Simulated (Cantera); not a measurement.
Thermodynamics of silicon etching in halogen gases, feed Si + HBr + H2

Charge: 1 mol Si, 3.9 mol HBr, 0.83 mol H2.

These are equilibrium values from Cantera (NASA tables, ideal gas, pure condensed phases), not measurements of a reactor. Candidate condensed phases: Br2, Si; 19 gas species. The tables' values for SiBr3 are old estimates. Rates play no part.

Stable condensed phases:

```
T in K \ P in Pa
              1    3.6     13     46    170    600   2200   7700  28000 100000
   1200       A      A      A      A      A      A      B      B      B      B
   1150       A      A      A      A      A      B      B      B      B      B
   1100       A      A      A      A      B      B      B      B      B      B
   1050       A      A      B      B      B      B      B      B      B      B
   1000       A      B      B      B      B      B      B      B      B      B
    950       B      B      B      B      B      B      B      B      B      B
    900       B      B      B      B      B      B      B      B      B      B
    850       B      B      B      B      B      B      B      B      B      B
    800       B      B      B      B      B      B      B      B      B      B
    750       B      B      B      B      B      B      B      B      B      B
    700       B      B      B      B      B      B      B      B      B      B
    650       B      B      B      B      B      B      B      B      B      B
```

A: gas only; B: Si.
